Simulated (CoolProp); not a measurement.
Model: reference Helmholtz-energy equation of state, Span 2000, in CoolProp.

Give the vapour pressure (kPa), liquid cp (kJ/(kg K)), vapour Z, liquid conductivity (mW/(m K)) of saturated nitrogen at 104.9 K.


| T (K) | p (kPa) | liquid cp (kJ/(kg K)) | vapour Z | liquid conductivity (mW/(m K)) |
|---|---|---|---|---|
| 104.9 | 1080 | 2.47 | 0.774 | 90.5 |

Thermal conductivity comes from a separate model (Lemmon 2004).
